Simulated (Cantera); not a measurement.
Charge: 1 mol CH3Cl, 0.038 mol CH4, equilibrated at 2298 K.

Equilibrium computed with Cantera from the NASA thermochemical tables; the gas is ideal and each condensed phase is pure. Candidate condensed phases: C, C6H6, C7H8, C8H18; 91 gas species. Kinetics and transport are ignored.

x: gas mole fraction; n: condensed amount in mol.

| P (Pa) | x H | x H2 | x HCl | x Cl | x C2H2 (acetylene) | n C(graphite) |
|---|---|---|---|---|---|---|
| 1 | 0.687 | 0.0515 | 0.0244 | 0.234 | ___ | 1.01 |
| 3.60 | 0.578 | 0.131 | 0.0693 | 0.220 | ___ | 1.03 |
| 13 | 0.416 | 0.246 | 0.152 | 0.185 | ___ | 1.03 |
| 46 | 0.264 | 0.349 | 0.250 | 0.136 | ___ | 1.03 |
| 170 | 0.151 | 0.423 | 0.338 | 0.0869 | ___ | 1.03 |
| 600 | 0.0843 | 0.465 | 0.397 | 0.0519 | 0.00199 | 1.03 |
| 2200 | 0.0452 | 0.489 | 0.435 | 0.0289 | 0.00209 | 1.03 |
| 7700 | 0.0244 | 0.501 | 0.456 | 0.0160 | 0.00215 | 1.03 |
| 28000 | 0.0129 | 0.508 | 0.468 | 0.00856 | 0.00217 | 1.03 |
| 100000 | 0.00685 | 0.512 | 0.474 | 0.00457 | 0.00219 | 1.03 |

### Question
Complete the blanks.

### Answer

- 1, x C2H2 (acetylene): 0.000220
- 3.60, x C2H2 (acetylene): 0.000561
- 13, x C2H2 (acetylene): 0.00105
- 46, x C2H2 (acetylene): 0.00149
- 170, x C2H2 (acetylene): 0.00181
